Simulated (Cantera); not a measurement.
# Equilibrium for oxide etching and cleaning by halides: B2O3 + HCl + N2

Input: 1 mol B2O3, 9.9 mol HCl, 2.8 mol N2, equilibrated at 64.0 Pa.

Method: chemical equilibrium by Gibbs-energy minimisation in Cantera with the NASA 1993 tables (ideal gas, pure condensed phases). Candidate condensed phases: B, BN, B2O3, B3O3H3, H2O, NH4Cl; 49 gas species. The tables' values for BOCl are old estimates; treat these amounts as uncertain. Gases not in the tables: BHCl2. Kinetics and transport are ignored.

```
T (K)  x HCl   x N2    x HBO2    x BOCl      x Cl    x B2O3      x H2     x H2O  n B2O3(l)
-----  -----  -----  --------  --------  --------  --------  --------  --------  ---------
775    0.780  0.220   6.72e-9  2.70e-10   7.62e-8    <1e-12   1.79e-7   9.56e-6      1.000
825    0.779  0.220   4.61e-8   2.80e-9   3.58e-7    <1e-12   4.84e-7   1.57e-5      1.000
875    0.779  0.220   2.51e-7   2.22e-8   1.37e-6  5.40e-12   1.25e-6   2.44e-5      1.000
925    0.779  0.220   1.13e-6   1.39e-7   4.38e-6  1.07e-10   3.11e-6   3.58e-5      1.000
975    0.779  0.220   4.29e-6   7.23e-7   1.22e-5   1.53e-9   7.43e-6   5.02e-5      1.000
1025   0.779  0.220   1.42e-5   3.20e-6   3.01e-5   1.68e-8   1.69e-5   6.74e-5      0.999
1075   0.779  0.220   4.13e-5   1.24e-5   6.78e-5   1.46e-7   3.63e-5   8.65e-5      0.999
1125   0.779  0.220  0.000108   4.26e-5  0.000141   1.04e-6   7.38e-5  0.000106      0.998
1175   0.779  0.220  0.000257  0.000133  0.000277   6.23e-6  0.000142  0.000127      0.996
1225   0.778  0.220  0.000571  0.000373  0.000511   3.20e-5  0.000260  0.000150      0.992
1275   0.776  0.220   0.00120  0.000951  0.000900  0.000144  0.000455  0.000180      0.983
1325   0.772  0.220   0.00244   0.00220   0.00152  0.000573  0.000762  0.000223      0.961
1375   0.766  0.219   0.00478   0.00465   0.00245   0.00205   0.00123  0.000283      0.911
```
x: gas mole fraction; n: condensed amount in mol.

From 775 K to 1375 K the condensed part is B2O3(l). The main B-bearing gas is BCl3 at 775 K and HBO2 at 1375 K.
